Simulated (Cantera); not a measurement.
Mixture: 38.7 % H2, 12.9 % O2, 48.4 % N2, equivalence ratio 1.5, at 21.0 bar, adiabatic and at constant pressure. Ignition delay is the time to a rise of 400 K.

Computed with Cantera and the H2/O2 subset of GRI-Mech 3.0, which has no nitrogen chemistry. The hydrogen kinetics of GRI-Mech 3.0 are dated; newer H2 mechanisms differ, most at raised pressure. The pressure lies above the range GRI-Mech 3.0 was tuned for (to about 10 atm).

At T0 = 1650 K, what is the delay, and which 5 reactions control it most (d ln τ / d ln k, from doubling and halving each rate constant)?

The delay is 0.463 µs.
```csv
reaction,d ln τ / d ln k,faster rate
H + O2 <=> O + OH,-0.81,shortens it
H2 + O <=> H + OH,-0.12,shortens it
H + O2 + M <=> HO2 + M,0.10,lengthens it
H2 + OH <=> H + H2O,-0.09,shortens it
H + O2 + N2 <=> HO2 + N2,0.07,lengthens it
```
